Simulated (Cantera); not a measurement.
An isothermal, constant-pressure homogeneous reactor starts with C2H6 : N2 = 1 : 26 (molar parts), at 1150 K and 0.132 atm. Integrator tolerance rtol = 1e-08.

Model: GRI-Mech 3.0 (53 species, 325 reactions), integrated in Cantera. GRI-Mech 3.0 stops at C3 and has no aromatics, soot or wall deposition, so with more carbon than oxygen in the feed, carbon stays in small species such as C2H2 where larger ones or solid carbon would form.

**Question.** What does this change do: temperature 1150 to 1275 K?

**Answer.** 
| quantity | before | after |
|---|---|---|
| x(C2H6) at 1.00 s | 0.000234 (gas-phase equilibrium 2.86e-6) | 3.66e-6 (gas-phase equilibrium 2.28e-7) |
| x(CH4) at 1.00 s | 0.00420 (gas-phase equilibrium 0.0153) | 0.00660 (gas-phase equilibrium 0.00349) |
| x(CH3) at 1.00 s | 1.33e-6 (gas-phase equilibrium 2.75e-7) | 1.66e-6 (gas-phase equilibrium 5.48e-7) |
| x(C2H2) at 1.00 s | 0.00921 (gas-phase equilibrium 0.0101) | 0.0222 (gas-phase equilibrium 0.0122) |
| x(C2H4) at 1.00 s | 0.0239 (gas-phase equilibrium 0.00166) | 0.00952 (gas-phase equilibrium 0.000412) |
| x(HCN) at 1.00 s | 8.32e-11 (gas-phase equilibrium 0.0314) | 5.21e-9 (gas-phase equilibrium 0.0406) |
| x(CH2) at 1.00 s | 9.96e-12 (gas-phase equilibrium <1e-12) | 1.27e-11 (gas-phase equilibrium 2.58e-12) |
